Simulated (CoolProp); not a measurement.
The numbers come from the reference Helmholtz-energy equation of state, Fiedler 2023 in CoolProp.

**Question.** For tetrahydrofuran, give the phase and the density (kg/m³), Joule-Thomson coefficient (K/MPa), isothermal compressibility (1/MPa), expansivity (1/kK) at 272.9 K and 0.536 MPa.

**Answer.** 
- 272.9 K and 0.536 MPa: liquid; density 910, Joule-Thomson coefficient -0.455, isothermal compressibility 0.000814, expansivity 1.18
